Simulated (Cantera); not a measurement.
What does this Cantera script print?

```python
import numpy as np
import cantera as ct

gas_names = """
    H H2 N NH NH2 NH3 N2 N2H2 N2H4 Si SiH SiH2 SiH3 SiH4 SiN Si2 Si2N Si3
""".split()
cond_names = """
    Si(cr) Si(L) Si3N4(a)
""".split()


# ... load() reads the species with a 1 bar reference pressure and builds the phases ...
atoms = {
    'trisilylamine': {'Si': 3, 'N': 1, 'H': 9},
    'NH3': {'N': 1, 'H': 3},
}
top_T = {'Si3N4(a)': 2400}  # K; cautious upper limits of use, not melting points


# ... equilibrate(T, P, feed) seeds the gas with the atoms and calls Mixture.equilibrate('TP', solver="vcs", rtol=1e-11, max_steps=5000) ...
results = []
feed = {'trisilylamine': 1, 'NH3': 0.81}  # mol
T = 825  # K
P = 100000  # Pa
mix = equilibrate(T, P, feed)
results.append((T, P, feed, dict(zip(mix.species_names, mix.species_moles))))
x = sorted(zip(gas.X, gas.species_names), reverse=True)
print(f"T = {T:g} K  P = {P:g} Pa  gas = {mix.phase_moles(0):.4g} mol")
print("   x: " + "  ".join(f"{s} {v:.3e}" for v, s in x if v > 0.001))
print("   condensed (mol): " + ("  ".join(f"{mix.phase(i).name} {mix.phase_moles(i):.4g}"
      for i in range(1, mix.n_phases) if mix.phase_moles(i) > 1e-12) or "none"))
```

It prints:

```
T = 825 K  P = 100000 Pa  gas = 5.715 mol
   x: H2 1.000e+00
   condensed (mol): Si(cr) 1.642  Si3N4(a) 0.4525
```

Cantera equilibrium calculation (NASA polynomials, part measured and part estimated; ideal gas, pure solids and liquids). The feed counts by its element totals alone.
